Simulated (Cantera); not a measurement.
A Cantera script and what it prints.

```python
import numpy as np
import cantera as ct

gas_names = """
    CL CL2 H HCL H2 Si SiCL SiCL2 SiCL3 SiCL4 SiH SiHCL3 SiH2 SiH2CL2 SiH3 SiH3CL SiH4 Si2 Si3
""".split()
cond_names = """
    Si(cr) Si(L)
""".split()


# ... load() reads the species with a 1 bar reference pressure and builds the phases ...
atoms = {
    'Si': {'Si': 1},
    'Cl2': {'CL': 2},
    'H2': {'H': 2},
}
top_T = {}  # K; cautious upper limits of use, not melting points


# ... equilibrate(T, P, feed) seeds the gas with the atoms and calls Mixture.equilibrate('TP', solver="vcs", rtol=1e-11, max_steps=5000) ...
results = []
feed = {'Si': 1, 'Cl2': 0.77, 'H2': 17}  # mol
P = 100000  # Pa
for T in [825, 875, 925, 975, 1025, 1075, 1125, 1175, 1225]:
    mix = equilibrate(T, P, feed)
    results.append((T, P, feed, dict(zip(mix.species_names, mix.species_moles))))

top = {s: max(r[3][s] / sum(r[3][g] for g in gas_names) for r in results) for s in gas_names}
cols = sorted((s for s in top if top[s] > 1e-05), key=lambda s: -top[s])[:7]
seen = [c for c in cond_names if any(r[3].get(c, 0) > 1e-12 for r in results)]
print("log10 of partial pressures in bar; condensed amounts in mol")
print(f"{'T/K':>10s}" + "".join(f"{s[:9]:>10s}" for s in cols + seen))
for T, P, feed, n in results:
    ng = sum(n[g] for g in gas_names)
    print(f"{T:10.4g}" + "".join(f"{np.log10(max(n[s] / ng * P / 1e5, 1e-99)):10.3f}" for s in cols)
          + "".join(f"{n.get(c, 0):10.4g}" for c in seen))
```

Output:

```
log10 of partial pressures in bar; condensed amounts in mol
       T/K        H2       HCL    SiHCL3     SiCL4     SiCL2     SiCL3   SiH2CL2    Si(cr)
       825    -0.012    -2.938    -1.903    -1.922    -5.821    -4.844    -2.958    0.5559
       875    -0.012    -2.682    -1.913    -1.923    -5.247    -4.466    -2.942    0.5607
       925    -0.013    -2.455    -1.926    -1.929    -4.738    -4.133    -2.931    0.5678
       975    -0.013    -2.253    -1.942    -1.940    -4.285    -3.838    -2.925    0.5779
      1025    -0.014    -2.074    -1.963    -1.957    -3.882    -3.580    -2.924    0.5913
      1075    -0.015    -1.915    -1.991    -1.985    -3.523    -3.354    -2.929    0.6083
      1125    -0.017    -1.774    -2.028    -2.025    -3.205    -3.160    -2.942    0.6286
      1175    -0.019    -1.651    -2.077    -2.081    -2.924    -2.998    -2.965    0.6513
      1225    -0.021    -1.545    -2.143    -2.161    -2.681    -2.870    -2.999    0.6749
```

Method: chemical equilibrium by Gibbs-energy minimisation in Cantera with the NASA 1993 tables (ideal gas, pure condensed phases). The tables' values for SiCl3 are old estimates; treat these amounts as uncertain.
